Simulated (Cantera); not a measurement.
Feed: 1 mol Fe3O4, 2.4 mol CO.

These are equilibrium values from Cantera (NASA tables, ideal gas, pure condensed phases), not measurements of a reactor. Candidate condensed phases: C, Fe, Fe(CO)5, FeO, Fe2O3, Fe3O4; 15 gas species. The tables' stoichiometric FeO is somewhat more stable than real wüstite, so its field is too wide. FeO: taken at fixed stoichiometry. Equilibrium is a limit: real reactors are often held back by kinetics, nucleation or transport.

Stable condensed phases, one row left out:

```
T in K \ P in Pa
              10      68     460    3200   22000  150000 1000000
   2398        A       A       B       B       B       B       B
   2298        A       A       B       B       B       B       B
   2198        A       B       B       B       B       B       B
   2098        A       B       B       B       B       B       B
   1898        B       B       B       B       B       B       B
   1798        B       B       B       B       B       B       B
   1698        B       B       B       B       B       B       B
   1598        B       B       B       B       B       B       B
   1498        B       B       B       B       B       B       B
   1398        B       B       B       B       B       B       B
   1298        B       B       B       B       B       B       B
   1198        B       B       B       B       B       B       B
```

A: gas only; B: FeO.

**Question.** Give the row for 1998 K.

**Answer.** 10: FeO; 68: FeO; 460: FeO; 3200: FeO; 22000: FeO; 150000: FeO; 1000000: FeO.
